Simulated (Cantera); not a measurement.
Input: 1 mol Cu, 0.99 mol NH₃, 2.8 mol CO, 0.0047 mol O₂, at 1198.15 K and 4.58 Torr.

Cantera equilibrium calculation (NASA polynomials, part measured and part estimated; ideal gas, pure solids and liquids). Candidate condensed phases: C, C₆H₆, C₇H₈, C₈H₁₈, Cu, CuO, Cu(OH)₂, Cu₂O, H₂O; 139 gas species. Equilibrium is a limit: real reactors are often held back by kinetics, nucleation or transport.

### Question
What is the equilibrium state?

### Answer
```json
{
  "x(CO)": "0.585",
  "x(H₂)": "0.310",
  "x(N₂)": "0.104",
  "x(CO₂)": "0.00114",
  "x(H₂O)": "0.000826",
  "x(Cu)": "1.91e-6",
  "x(H)": "1.36e-6",
  "n(Cu(s))": "1.000 mol",
  "gas_amount": "4.780 mol",
  "log10 activity of C(graphite) (absent)": "-1.45",
  "log10 activity of Cu(OH)₂(s) (absent)": "-17.08"
}
```
